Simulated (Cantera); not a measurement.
A diamond (100) surface in a fixed gas of H2 with x(CH4) = 0.011, x(CH3) = 0.00011, at 1100 K, 0.0118 atm; coverages are run to steady state.

Model: the Harris–Goodwin 1993 mechanism for the reconstructed diamond (100) surface, integrated in Cantera.

θ: site fractions in the mechanism's names (c6HH fully hydrogenated, c6H* and c6*H radical sites, c6** diradical, c6HM methylated).

```
x(H)     growth (µm/h)  θ c6HH  θ c6H*  θ c6*H   θ c6**    θ c6HM
-------  -------------  ------  ------  ------  -------  --------
0.0001          0.0201   0.599  0.0230   0.365  0.00520   0.00322
0.00022            [?]   0.555  0.0254   0.403      [?]       [?]
0.00048            [?]   0.531  0.0267   0.423      [?]   0.00422
0.0011           0.153   0.518  0.0273   0.432   0.0155   0.00425
0.0023           0.262   0.513  0.0275   0.436   0.0170   0.00389
0.0051           0.436   0.511  0.0277   0.439   0.0178   0.00311
0.011            0.630   0.510  0.0278   0.440   0.0183   0.00215
0.024            0.804   0.510  0.0279   0.441   0.0185   0.00128
0.054            0.927   0.510  0.0280   0.442   0.0186  0.000660
```

Q: Complete the blanks.

A: 
- 0.00022, growth (µm/h): 0.0422
- 0.00022, θ c6**: 0.00899
- 0.00022, θ c6HM: 0.00384
- 0.00048, growth (µm/h): 0.0804
- 0.00048, θ c6**: 0.0126
